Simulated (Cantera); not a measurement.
An adiabatic, constant-pressure homogeneous reactor starts with H₂ : O₂ : N₂ : H₂O = 1 : 0.625 : 2.35 : 0.32 (molar parts), equivalence ratio 0.80, at 1475 K and 0.405 atm.

Detailed kinetics in Cantera: the H2/O2 subset of GRI-Mech 3.0, which has no nitrogen chemistry.

One state of this run: T (K) = 2631; x H₂ = 0.0260; x O₂ = 0.0363; x H₂O = 0.290; x H₂O₂ = 3.26e-7; x OH = 0.0294; x HO₂ = 7.22e-6; x H = 0.0110. x: mole fraction; the columns are a selection and need not sum to one.

### Question
Which value of t (s) does it belong to?
A) 7.00
B) 1.00e-6
C) 3.32e-5
D) 5.76e-6

### Answer
A, 7.00
